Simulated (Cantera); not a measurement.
## Ignition delay

Mixture: 2.38 % CH4, 0.107 % C2H6, 0.975 % C3H8, 17.9 % O2, 78.7 % N2, at 26.6 atm, adiabatic and at constant pressure. Ignition delay is the time to a rise of 400 K.

Detailed kinetics in Cantera: GRI-Mech 3.0 (53 species, 325 reactions). GRI-Mech 3.0 was tuned for natural gas; its chemistry of propane as a main component is partial and can be far from experiment. The pressure lies above the range GRI-Mech 3.0 was tuned for (to about 10 atm).

| T0 (K) | delay (ms) |
|---|---|
| 1298 | 0.190 |
| 1398 | 0.0543 |
| 1498 | 0.0183 |
| 1598 | 0.00739 |
| 1698 | 0.00350 |
| 1798 | 0.00189 |

```json
{
  "apparent activation energy between 1598 and 1798 K": "160 kJ/mol"
}
```
